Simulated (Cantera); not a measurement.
Charge: 1 mol Si, 2.1 mol HCl, 2.8 mol H2, held at 1273.15 K and 0.133 bar.

Method: chemical equilibrium by Gibbs-energy minimisation in Cantera with the NASA 1993 tables (ideal gas, pure condensed phases). Candidate condensed phases: Si; 19 gas species. The tables' values for SiCl3 are old estimates; treat these amounts as uncertain. Equilibrium is a limit: real reactors are often held back by kinetics, nucleation or transport.

Base state: H2 0.792, HCl 0.0929, SiCl4 0.0530, SiCl2 0.0282, SiHCl3 0.0181, SiCl3 0.0151, SiH2Cl2 0.000854, SiH3Cl 1.13e-5 (mole fractions); condensed: Si(s).

Problem. What changes in the equilibrium state with this change: HCl from 2.1 to 0.69 mol?

Solution. 
| species | before | after |
|---|---|---|
| H2 | 0.792 | 0.884 |
| HCl | 0.0929 | 0.0716 |
| SiCl4 | 0.0530 | 0.0151 |
| SiCl3 | 0.0151 | 0.00587 |
| SiHCl3 | 0.0181 | 0.00744 |
| SiCl2 | 0.0282 | 0.0150 |
| SiH2Cl2 | 0.000854 | 0.000508 |
| SiH3Cl | 1.13e-5 | 9.70e-6 |
| Si(s), mol | 0.477 | 0.851 |
